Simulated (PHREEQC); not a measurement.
Solution A (2.5 mmol/kgw CsCl) is mixed with solution B (15 mmol/kgw ZnSO4, 0.17 mmol/kgw H3BO3 and 72 mmol/kgw NiCl2) at 60 °C; shares are by mass of water, 1 kg in all. Oxygen is held at 0.21 atm. CO2 from the air is kept out. Solids allowed: Zn(OH)2-e, Zn4(OH)6SO4, Zn5(OH)8Cl2, Ni(OH)2, Ni4(OH)6SO4, Goslarite, Morenosite. Others were left out.

Model: ion-association model, wateq4f.dat, run in PHREEQC.

```json
[
 {"share of solution B": "0", "pH": "6.52", "Ni+2 (mol/kgw)": "0", "Zn+2 (mol/kgw)": "0", "NiSO4 (mol/kgw)": "0", "SO4-2 (mol/kgw)": "0", "ZnCl+ (mol/kgw)": "0"},
 {"share of solution B": "0.1", "pH": "5.47", "Ni+2 (mol/kgw)": "0.00662", "Zn+2 (mol/kgw)": "0.00127", "NiSO4 (mol/kgw)": "0.000432", "SO4-2 (mol/kgw)": "0.000965", "ZnCl+ (mol/kgw)": "0.000119"},
 {"share of solution B": "0.2", "pH": "5.37", "Ni+2 (mol/kgw)": "0.0129", "Zn+2 (mol/kgw)": "0.00239", "NiSO4 (mol/kgw)": "0.00105", "SO4-2 (mol/kgw)": "0.00171", "ZnCl+ (mol/kgw)": "0.000351"},
 {"share of solution B": "0.3", "pH": "5.32", "Ni+2 (mol/kgw)": "0.0190", "Zn+2 (mol/kgw)": "0.00343", "NiSO4 (mol/kgw)": "0.00171", "SO4-2 (mol/kgw)": "0.00239", "ZnCl+ (mol/kgw)": "0.000655"},
 {"share of solution B": "0.4", "pH": "5.28", "Ni+2 (mol/kgw)": "0.0250", "Zn+2 (mol/kgw)": "(withheld)", "NiSO4 (mol/kgw)": "0.00240", "SO4-2 (mol/kgw)": "0.00305", "ZnCl+ (mol/kgw)": "0.00101"},
 {"share of solution B": "0.5", "pH": "5.25", "Ni+2 (mol/kgw)": "(withheld)", "Zn+2 (mol/kgw)": "(withheld)", "NiSO4 (mol/kgw)": "0.00311", "SO4-2 (mol/kgw)": "0.00368", "ZnCl+ (mol/kgw)": "0.00142"},
 {"share of solution B": "0.6", "pH": "5.23", "Ni+2 (mol/kgw)": "(withheld)", "Zn+2 (mol/kgw)": "0.00619", "NiSO4 (mol/kgw)": "0.00383", "SO4-2 (mol/kgw)": "(withheld)", "ZnCl+ (mol/kgw)": "0.00185"},
 {"share of solution B": "0.7", "pH": "5.22", "Ni+2 (mol/kgw)": "0.0424", "Zn+2 (mol/kgw)": "0.00703", "NiSO4 (mol/kgw)": "0.00458", "SO4-2 (mol/kgw)": "0.00490", "ZnCl+ (mol/kgw)": "0.00232"},
 {"share of solution B": "0.8", "pH": "5.20", "Ni+2 (mol/kgw)": "0.0479", "Zn+2 (mol/kgw)": "0.00783", "NiSO4 (mol/kgw)": "0.00534", "SO4-2 (mol/kgw)": "0.00548", "ZnCl+ (mol/kgw)": "0.00282"},
 {"share of solution B": "0.9", "pH": "5.19", "Ni+2 (mol/kgw)": "0.0534", "Zn+2 (mol/kgw)": "0.00861", "NiSO4 (mol/kgw)": "0.00611", "SO4-2 (mol/kgw)": "0.00606", "ZnCl+ (mol/kgw)": "0.00334"},
 {"share of solution B": "1", "pH": "5.18", "Ni+2 (mol/kgw)": "0.0588", "Zn+2 (mol/kgw)": "0.00936", "NiSO4 (mol/kgw)": "0.00690", "SO4-2 (mol/kgw)": "0.00662", "ZnCl+ (mol/kgw)": "0.00388"}
]
```

Q: Some entries are withheld; supply them.

A: 
- 0.4, Zn+2 (mol/kgw): 0.00439
- 0.5, Ni+2 (mol/kgw): 0.0309
- 0.5, Zn+2 (mol/kgw): 0.00531
- 0.6, Ni+2 (mol/kgw): 0.0367
- 0.6, SO4-2 (mol/kgw): 0.00430

Constants without temperature data keep their 25 °C values here.
